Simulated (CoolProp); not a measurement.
Properties of fluoroethane (R161) along the isotherm -15.25 °C (Tc = 102.1 °C, pc = 50.10 bar, ω = 0.216).

Model: reference Helmholtz-energy equation of state, Wu 2012, in CoolProp.

```
p (bar)   phase  isothermal compressibility (1/MPa)  fugacity coefficient
-------  ------  ----------------------------------  --------------------
0.158       gas                               63.54                0.9962
0.325       gas                               31.02                0.9921
0.667       gas                               15.25                0.9838
1.37        gas                                   ?                0.9667
2.81     liquid                                   ?                0.8534
5.77     liquid                            0.002053                0.4192
11.9     liquid                            0.002021                     ?
24.3     liquid                            0.001961                0.1049
50       liquid                                   ?                     ?
```

**Question.** Some entries are withheld; supply them.

**Answer.** 
- 1.37, isothermal compressibility (1/MPa): 7.570
- 2.81, isothermal compressibility (1/MPa): 0.002068
- 11.9, fugacity coefficient: 0.2068
- 50, isothermal compressibility (1/MPa): 0.001849
- 50, fugacity coefficient: 0.05485
